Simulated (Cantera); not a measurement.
A closed system holds: 1 mol Si3N4, 0.063 mol CO2, 8.4 mol N2, at 5.90 mbar.

Method: chemical equilibrium by Gibbs-energy minimisation in Cantera with the NASA 1993 tables (ideal gas, pure condensed phases). Candidate condensed phases: C, Si, SiC, SiO2, Si2N2O, Si3N4; 34 gas species. Mutual solubility and eutectic melting of coexisting phases are not modelled. The tables' values for SiN are old estimates; treat these amounts as uncertain. Equilibrium is a limit: real reactors are often held back by kinetics, nucleation or transport.

x: gas mole fraction; n: condensed amount in mol.

```
T (K)   x N2      x Si     x SiO      x CO  n C(graphite)  n Si2N2O(s)  n Si3N4(s)  n SiC(s)  n Si(l)
-----  -----  --------  --------  --------  -------------  -----------  ----------  --------  -------
925     1.00    <1e-12    <1e-12  1.97e-10         0.0630        0.126       0.916         0        0
1075    1.00    <1e-12    <1e-12   8.09e-8         0.0630        0.126       0.916         0        0
1225   1.000    <1e-12  8.56e-10   7.43e-6         0.0629        0.126       0.916         0        0
1375   1.000       [?]       [?]       [?]              0        0.125       0.896    0.0616        0
1525   0.999   1.77e-7   6.28e-5  0.000606              0        0.120       0.900    0.0579        0
1675   0.995       [?]       [?]       [?]              0          [?]       0.921    0.0477        0
1825   0.987  0.000771    0.0107   0.00130              0            0           0    0.0492     2.83
1975   0.982   0.00548   0.00927   0.00263              0            0           0    0.0337     2.80
2125   0.956    0.0294   0.00730   0.00429              0            0           0   0.00168     2.54
```

Question: Some entries are withheld; supply them.

Answer: 
- 1675, x Si: 2.30e-5
- 1675, x SiO: 0.00366
- 1675, x CO: 0.00179
- 1675, n Si2N2O(s): 0.0795
- 1375, x Si: 4.65e-10
- 1375, x SiO: 4.33e-7
- 1375, x CO: 0.000161
